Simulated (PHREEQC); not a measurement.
A made-up water analysis in mmol/kgw, 42 °C, pH 6.38, pe 9.8:

```csv
constituent,mmol/kgw
Na,0.000162
K,0.000177
Ca,0.00103
Mg,5.54e-05
Cl,0.00182
S(6),7.38e-05
Alkalinity (meq/kgw),0.000574
O(0) (counted as O atoms),1.51e-05
Br,6.81e-06
Cu(2),9.64e-07
Li,7.76e-05
B,2.08e-05
Pb,2.04e-05
```

Valence states are taken as typed.

All values are PHREEQC results (ion-association model, phreeqc.dat), not measurements.

| quantity | before | after |
|---|---|---|
| HCO3- (mol/kgw) | 9.10e-7 | 2.63e-6 |
| CO2 (mol/kgw) | 7.44e-7 | 2.15e-6 |
| CO3-2 (mol/kgw) | 1.35e-10 | 3.94e-10 |
| SI of Pb(OH)2 (Pb(OH)2) | -2.55 | -1.96 |
| SI of Anglesite (PbSO4) | -7.15 | -5.95 |

What was changed between the two runs?
A) pH from 6.38 to 6.88 at the same alkalinity
B) all concentrations times 4 at the same typed pH
C) Cu(2) from 9.64e-07 to 1.93e-06 mmol/kgw
D) Li from 7.76e-05 to 3.88e-05 mmol/kgw

B, all concentrations times 4 at the same typed pH

No solid was allowed to form. Constants without temperature data keep their 25 °C values here. The database's constant for dissolved Cu(OH)2 is higher than later reviews accept.
